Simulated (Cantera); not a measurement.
Input: 1 mol borazine, 0.19 mol O₂, held at 1100 °C and 0.143 Torr.

Equilibrium computed with Cantera from the NASA thermochemical tables; the gas is ideal and each condensed phase is pure. The feed counts by its element totals alone. Mutual solubility and eutectic melting of coexisting phases are not modelled. The numbers say what is thermodynamically allowed, not how fast it happens.

```
species         before     after
------------  --------  --------
H             0.000234     0.447
N₂              0.0406     0.187
B                <1e-9     0.168
H₂               0.936     0.150
BO             7.09e-5    0.0445
B₂O₃           0.00659     <1e-9
B₂O              <1e-9   0.00142
HBO₂           0.00631   4.65e-9
BH               <1e-9  0.000601
BN               <1e-9  0.000457
BH₂            9.16e-9  0.000445
BN(s), mol        2.74         0
B₂O₃(l), mol    0.0807         0
B(l), mol            0      1.25
```
Gas species are given as mole fractions.

Problem. What was changed between the two runs?
A) temperature from 1100 °C to 1777 °C
B) temperature from 1100 °C to 2127 °C
C) pressure from 0.143 Torr to 21.0 Torr
D) pressure from 0.143 Torr to 5.25 Torr

Solution. B, temperature from 1100 °C to 2127 °C. The tables' values for BH₂ are old estimates; treat these amounts as uncertain
